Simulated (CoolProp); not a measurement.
Vapour-liquid equilibrium of n-hexane (1) + p-xylene (2) at 447.1 K; x and y are mole fractions of (1).

The numbers come from the multi-fluid Helmholtz-energy mixture model, Thol 2019 and Zhou 2012; pair parameters Bell 2016 in CoolProp.

```json
[
 {"x": "0.05", "bubble pressure (MPa)": "…", "y at the bubble point": "0.202", "dew pressure at overall composition x (MPa)": "…", "liquid density (mol/L)": "6.706"},
 {"x": "0.2", "bubble pressure (MPa)": "0.4399", "y at the bubble point": "0.525", "dew pressure at overall composition x (MPa)": "…", "liquid density (mol/L)": "…"},
 {"x": "0.35", "bubble pressure (MPa)": "0.5776", "y at the bubble point": "0.684", "dew pressure at overall composition x (MPa)": "0.3462", "liquid density (mol/L)": "6.439"},
 {"x": "0.5", "bubble pressure (MPa)": "0.7097", "y at the bubble point": "0.785", "dew pressure at overall composition x (MPa)": "0.4239", "liquid density (mol/L)": "6.286"},
 {"x": "0.65", "bubble pressure (MPa)": "0.8406", "y at the bubble point": "0.860", "dew pressure at overall composition x (MPa)": "…", "liquid density (mol/L)": "6.116"},
 {"x": "0.8", "bubble pressure (MPa)": "0.9754", "y at the bubble point": "0.923", "dew pressure at overall composition x (MPa)": "0.7330", "liquid density (mol/L)": "5.925"},
 {"x": "0.95", "bubble pressure (MPa)": "1.120", "y at the bubble point": "0.981", "dew pressure at overall composition x (MPa)": "1.042", "liquid density (mol/L)": "5.706"}
]
```

Q: Some entries are withheld; supply them.

A: 
- 0.05, bubble pressure (MPa): 0.2925
- 0.05, dew pressure at overall composition x (MPa): 0.2518
- 0.2, dew pressure at overall composition x (MPa): 0.2918
- 0.2, liquid density (mol/L): 6.578
- 0.65, dew pressure at overall composition x (MPa): 0.5419

No azeotrope shows between x = 0.05 and 0.95.

The pair parameters rest on a limited set of measurements; away from them the model extrapolates. The gap from Raoult's law changes sign with composition, which may be real or a fault of the pair parameters; it wasn't checked against measurements.
